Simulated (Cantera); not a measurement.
A jet of 2.64 % CH₄, 10.4 % O₂, 87.0 % N₂, equivalence ratio 0.51 at 300 K and 0.0859 atm hits a platinum plate 8.1 cm away at a mass flux of 0.033 kg/m²/s; the plate temperature is set and raised in steps from an oxygen-covered start.

Cantera simulation using Deutschmann's 1995 Pt surface mechanism with GRI-Mech 3.0 gas chemistry; the numbers are that mechanism's predictions, not measurements. Catalytic surfaces can have several steady states; this one follows from the mechanism file's or the stated starting coverage.

x: mole fraction at the wall; θ: surface coverage.

| plate T (K) | wall x CH₄ | wall x O₂ | wall x H₂O | wall x OH | wall x CO | wall x CO₂ | θ free Pt | θ O* | θ OH* |
|---|---|---|---|---|---|---|---|---|---|
| 900 | 0.0129 | 0.0747 | 0.0253 | 3.21e-8 | 5.21e-6 | 0.0166 | 0.222 | 0.777 | 0.00129 |
| 950 | 0.00887 | 0.0662 | 0.0327 | 9.61e-8 | 5.01e-6 | 0.0215 | 0.296 | 0.703 | 0.00132 |
| 1000 | 0.00627 | 0.0607 | 0.0374 | 2.53e-7 | 4.83e-6 | 0.0246 | 0.370 | 0.629 | 0.00124 |
| 1050 | 0.00462 | 0.0573 | 0.0403 | 5.97e-7 | 4.78e-6 | 0.0266 | 0.443 | 0.556 | ___ |
| 1100 | 0.00356 | 0.0551 | 0.0422 | 1.28e-6 | 4.89e-6 | 0.0278 | 0.512 | 0.487 | ___ |
| 1150 | 0.00285 | 0.0537 | 0.0434 | 2.54e-6 | 5.18e-6 | 0.0286 | 0.577 | 0.422 | ___ |
| 1200 | 0.00236 | 0.0529 | 0.0441 | 4.70e-6 | 5.68e-6 | 0.0291 | 0.638 | 0.361 | ___ |
| 1250 | 0.00199 | 0.0524 | 0.0445 | 8.20e-6 | 6.50e-6 | 0.0292 | 0.693 | 0.306 | ___ |

Q: Some entries are withheld; supply them.

A: 
- 1050, θ OH*: 0.00112
- 1100, θ OH*: 0.000991
- 1150, θ OH*: 0.000863
- 1200, θ OH*: 0.000744
- 1250, θ OH*: 0.000637
